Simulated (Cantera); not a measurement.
Source: NASA polynomial tables (part measured, part estimated), evaluated in Cantera. Values are per mole of reaction as written; species without (g) are pure solids or liquids, kept so even where they would boil at 1 bar. VN: taken at fixed stoichiometry.

2 NO(g) + V2O4 + 6 H2(g) → 2 VN + 6 H2O(g), with ΔH° = -640.7 kJ and ΔS° = -102.0 J/K at 300 K.

Q: How far is the shortcut ΔG° ≈ ΔH°(300 K) − T·ΔS°(300 K) from the full temperature-dependent value at 500, 700, 900, 1100, 1300, 1500, 1700 K?

A: 
```
T (K)  shortcut (kJ)  full (kJ)  difference (kJ)  difference in log10 K
-----  -------------  ---------  ---------------  ---------------------
500           -589.7     -581.3             -8.4                   0.88
700           -569.3     -545.1            -24.2                   1.80
900           -548.9     -505.0            -43.9                   2.55
1100          -528.5     -462.3            -66.2                   3.15
1300          -508.1     -417.6            -90.5                   3.64
1500          -487.7     -371.7           -116.0                   4.04
1700          -467.3     -324.8           -142.5                   4.38
```
The shortcut ignores the heat-capacity change of the reaction.
